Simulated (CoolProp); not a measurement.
Vapour-liquid equilibrium of R143a (1) + dimethyl ether (2) at 14.8 kPa; x and y are mole fractions of (1).

Computed with CoolProp (multi-fluid Helmholtz-energy mixture model, Lemmon and Jacobsen 2000 and Wu 2011; pair parameters Bell 2016).

| x | bubble temperature, mixture model (K) | bubble temperature, Raoult's law (K) | y, mixture model | y, Raoult's law |
|---|---|---|---|---|
| 0.05 | 209.4 | 209.9 | 0.178 | 0.150 |
| 0.2 | 204.3 | 205.5 | 0.501 | 0.465 |
| 0.35 | 200.8 | 202.0 | 0.675 | 0.659 |
| 0.5 | 198.2 | 199.1 | 0.785 | 0.787 |
| 0.65 | 196.1 | 196.7 | 0.865 | 0.875 |
| 0.8 | 194.3 | 194.6 | 0.928 | 0.939 |
| 0.95 | 192.8 | 192.8 | 0.983 | 0.987 |

The largest gap from Raoult's law is -1.2 K in bubble temperature, at x = 0.2. No azeotrope shows between x = 0.05 and 0.95.

The pair parameters rest on a limited set of measurements; away from them the model extrapolates.
